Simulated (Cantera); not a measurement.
Mixture: 28.6 % H2, 14.3 % O2, 57.1 % N2, equivalence ratio 1.0, at 49000 Pa, adiabatic and at constant pressure. Ignition delay is the time to a rise of 400 K.

Cantera simulation using the H2/O2 subset of GRI-Mech 3.0, which has no nitrogen chemistry; the numbers are that mechanism's predictions, not measurements. Where the delays flatten at high temperature, the 400 K rule measures the pace of heat release, not the induction time.

Problem. Predict: delay at 1175 K; delay at 1375 K; delay at 1575 K; delay at 1775 K; delay at 1975 K.

Solution. 
| Quantity | Result |
|---|---|
| delay at 1175 K | 0.116 ms |
| delay at 1375 K | 61.6 µs |
| delay at 1575 K | 53.3 µs |
| delay at 1775 K | 60.7 µs |
| delay at 1975 K | 77.1 µs |
